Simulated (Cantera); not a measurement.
**Equilibrium for carbothermic reduction: Fe₂O₃ + CH₄ + H₂ + CO**

Charge: 1 mol Fe₂O₃, a varied amount of CH₄, 1.7 mol H₂, 0.55 mol CO, equilibrated at 0.000130 bar.

Equilibrium computed with Cantera from the NASA thermochemical tables; the gas is ideal and each condensed phase is pure. Candidate condensed phases: C, C₆H₆, C₇H₈, C₈H₁₈, Fe, Fe(CO)₅, FeO, Fe(OH)₂, Fe(OH)₃, Fe₂O₃, Fe₃O₄, H₂O; 114 gas species. Mutual solubility and eutectic melting of coexisting phases are not modelled. The tables' stoichiometric FeO is somewhat more stable than real wüstite, so its field is too wide. FeO: taken at fixed stoichiometry. Kinetics and transport are ignored.

Problem. Map the stable condensed phases over T = 1427, 1502, 1577, 1652, 1727, 1802, 1877, 1952, 2027 °C and n(CH₄) in mol = 0.48, 0.55, 0.62, 0.71, 0.8, 0.91, 1, 1.2, 1.3, 1.5, 1.7, 1.9, 2.2.

Solution. 
```
T in °C \ n(CH₄) in mol
         0.48 0.55 0.62 0.71  0.8 0.91    1  1.2  1.3  1.5  1.7  1.9  2.2
   2027     A    A    A    A    A    A    A    A    A    A    A    A    A
   1952     A    A    A    A    A    A    A    A    A    A    A    A    A
   1877     A    A    A    A    A    A    A    A    A    A    A    A    A
   1802     A    A    A    A    A    A    A    A    A    A    A    A    A
   1727     A    A    A    A    A    A    A    A    A    A    A    A    A
   1652     B    B    B    A    A    A    A    A    A    A    A    A    A
   1577     B    B    B    B    B    B    B    A    A    A    A    A    A
   1502     B    B    B    B    C    C    C    C    C    D    D    D    D
   1427     C    C    C    C    C    C    C    C    C    D    D    D    D
```
A: gas only; B: FeO; C: Fe + FeO; D: Fe.
